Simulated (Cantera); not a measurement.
A closed system holds: 1 mol BN, 0.22 mol H2O, 2 mol N2, held at 0.0100 bar.

Method: chemical equilibrium by Gibbs-energy minimisation in Cantera with the NASA 1993 tables (ideal gas, pure condensed phases). Candidate condensed phases: B, BN, B2O3, B3O3H3, H2O; 39 gas species. Mutual solubility and eutectic melting of coexisting phases are not modelled. Kinetics and transport are ignored.

Over these rows the condensed part is BN(s) + B2O3(l). Partial pressures as log10 of bar:

```csv
T (K),1000/T (1/K),log p HBO2,log p N2,log p H2
1200,0.8333,-5.96,-2.04,-3.02
1275,0.7843,-5.53,-2.04,-3.02
1350,0.7407,?,-2.04,-3.02
1425,0.7018,-4.82,-2.04,-3.02
1500,0.6667,-4.53,-2.05,-3.03
1575,0.6349,-4.27,-2.05,-3.04
```

**Question.** Fit log p(HBO2) = a + b·(1000/T) to the five rows, give the apparent enthalpy, and predict the row at 1350 K.

**Answer.** Means: 1000/T = 0.7242, log p = -5.022. Sxy = -0.232835, Sxx = 0.0272973, so b = -8.53 and a = -5.022 − (-8.53)×0.7242 = 1.16.
Apparent enthalpy: −19.145 × (-8.53) = 163 kJ/mol. With the condensed phases at unit activity, 2/3 B2O3(l) + 1/6 N2(g) + 1/2 H2(g) = HBO2(g) + 1/3 BN(s) links this pressure to the main gases: over the six rows their terms move log p by -0.01 in all, so the slope is close to that reaction's ΔH°. The five rows lie within 0.01 of the line.
Prediction at 1350 K: 1.16 + (-8.53)×0.7407 = -5.16. The computed value is -5.15, 0.01 from the line.
